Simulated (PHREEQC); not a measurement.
Solution (25 °C): 33 mmol/kgw NH4HS. Closed to the air; pH follows from the charge balance.

All values are PHREEQC results (ion-association model, phreeqc.dat), not measurements.

```csv
quantity,before,after
pH,8.10,1.79
ionic strength (mol/kgw),0.0312,0.0661
NH4+ (mol/kgw),0.0312,0.0303
NH3 (mol/kgw),0.00183,8.19e-10
```

### Question
Which change was made?
(A) temperature from 25 to 5 °C
(B) diluted 10-fold with water
(C) NH4HS replaced by NH4HSO4 at the same molality
(D) NH4HS replaced by (NH4)2HPO4 at the same molality
(E) NH4HS from 0.033 to 0.0297 mol/kgw

### Answer
C, NH4HS replaced by NH4HSO4 at the same molality

Precipitation was switched off in this run.
